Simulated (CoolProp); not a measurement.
2000 sccm (0 °C, 1 atm) of nitrogen bubbles through liquid n-nonane at 342.1 K and leaves saturated at a total pressure of 0.148 MPa (ideal gas phase). Each further row changes one setting.

The numbers come from the reference Helmholtz-energy equation of state, Lemmon 2006 in CoolProp. It is a short technical equation, of lower accuracy than the large ones.

| case | vapour pressure (kPa) | mole fraction of vapour | delivery (mg/min) | delivery (sccm) | change of delivery for a bath 1 K warmer (%) |
|---|---|---|---|---|---|
| as stated | 6.02 | ? | 486 | ? | ? |
| bath temperature 347.1 K | 7.51 | 0.0507 | ? | ? | 4.7 |
| total pressure 0.296 MPa | 6.02 | ? | 238 | ? | 4.7 |

### Question
Fill in the missing entries.

### Answer

- as stated, mole fraction of vapour: 0.0407
- as stated, delivery (sccm): 84.9
- as stated, change of delivery for a bath 1 K warmer (%): 4.8
- bath temperature 347.1 K, delivery (mg/min): 612
- bath temperature 347.1 K, delivery (sccm): 107
- total pressure 0.296 MPa, mole fraction of vapour: 0.0204
- total pressure 0.296 MPa, delivery (sccm): 41.6
